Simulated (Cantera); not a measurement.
Feed: 1 mol CH₃SiCl₃, 380 mol H₂, equilibrated at 450 Pa.

These are equilibrium values from Cantera (NASA tables, ideal gas, pure condensed phases), not measurements of a reactor. Candidate condensed phases: C, C₆H₆, C₇H₈, C₈H₁₈, Si, SiC; 109 gas species. The feed counts by its element totals alone. Gases not in the tables: Si₂H₆ and higher silanes. Rates play no part.

### Question
Which condensed phases are stable at each of these points (T (°C)): 1602, 1627, 1652, 1677, 1702, 1727, 1752, 1777, 1802, 1827, 1852, 1877, 1902?

### Answer
```csv
T (°C),condensed phases,Si condensed (%)
1602,SiC(s),93.7
1627,SiC(s),91.1
1652,SiC(s),87.6
1677,SiC(s),82.8
1702,SiC(s),76.2
1727,SiC(s),67.2
1752,SiC(s),55.0
1777,SiC(s),38.5
1802,SiC(s),16.3
1827,gas only,0.0
1852,gas only,0.0
1877,gas only,0.0
1902,gas only,0.0
```

From 1602 °C to 1802 °C the condensed part is SiC(s). From 1827 °C to 1902 °C nothing is condensed.
